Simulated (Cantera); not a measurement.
An isothermal, constant-pressure homogeneous reactor starts with NH3 : H2 = 1 : 0.15 (molar parts), at 1825 K and 100000 Pa.

Detailed kinetics in Cantera: the gas-phase N/H chemistry of the illustrative SiF4/NH3 mechanism in the Surface Chemkin manual (1991). Walls and surfaces, which speed up NH3 decomposition in real reactors, are not modelled.

x: mole fraction; the columns are a selection and need not sum to one.

```
t (s)        x NH3   x H2    x N2H4       x N      x N2
--------  --------  -----  --------  --------  --------
1.00e-5      0.870  0.130  9.56e-10  6.72e-12  9.66e-11
4.13e-5      0.869  0.130   1.69e-8  7.75e-10   9.45e-8
0.000171     0.869  0.131   2.15e-7         …   2.59e-5
0.000706     0.867  0.132   4.28e-7   7.42e-8  0.000562
0.00292      0.858  0.139   4.21e-7   7.60e-8   0.00304
0.0120       0.821  0.166   3.94e-7         …    0.0129
0.0498       0.693  0.260   3.09e-7         …    0.0472
0.206        0.390  0.481   1.40e-7         …     0.128
0.850       0.0914  0.700   1.66e-8         …     0.208
3.51        0.0105  0.759  4.11e-10         …     0.230
14.5       0.00173  0.766  1.23e-11         …     0.232
60.0      0.000378  0.767    <1e-12         …     0.232
```

### Question
Fill in the missing entries.

### Answer

- 0.000171, x N: 2.99e-8
- 0.0120, x N: 8.21e-8
- 0.0498, x N: 9.64e-8
- 0.206, x N: 1.10e-7
- 0.850, x N: 8.98e-8
- 3.51, x N: 2.70e-8
- 14.5, x N: 5.23e-9
- 60.0, x N: 1.15e-9
